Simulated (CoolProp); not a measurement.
Model: reference Helmholtz-energy equation of state, Lemmon 2003, in CoolProp. It is a pseudo-pure fit of the blend.

Q: For R407C, give the phase and the speed of sound (m/s), conductivity (mW/(m K)), Prandtl number, fugacity coefficient at 285.3 K and 1.71 MPa.

A: 
- 285.3 K and 1.71 MPa: liquid; speed of sound 542, conductivity 90.5, Prandtl number 2.90, fugacity coefficient 0.393

Viscosity comes from a separate model (Geller 2000). Thermal conductivity comes from a separate model (Geller 2001).
